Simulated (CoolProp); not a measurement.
Saturation properties of R1233zd(E) (Tc = 165.7 °C, pc = 35.83 bar, ω = 0.304).

Values from CoolProp's reference Helmholtz-energy equation of state, Akasaka 2022.

| T (°C) | p (bar) | enthalpy of vaporisation (kJ/kg) | vapour Z |
|---|---|---|---|
| -46.35 | 0.03827 | 223.3 | 0.9965 |
| -24.35 | 0.1472 | 213.7 | 0.9901 |
| -2.35 | 0.4372 | 203.9 | 0.9776 |
| 19.65 | 1.073 | 193.6 | 0.9569 |
| 41.65 | 2.277 | 182.2 | 0.9260 |
| 63.65 | 4.326 | 169.3 | 0.8833 |
| 85.65 | 7.542 | 154.3 | 0.8267 |
| 107.65 | 12.29 | 135.9 | 0.7532 |
| 129.65 | 19.00 | 112.1 | 0.6565 |

It boils at 18.1 °C under 1 atm.
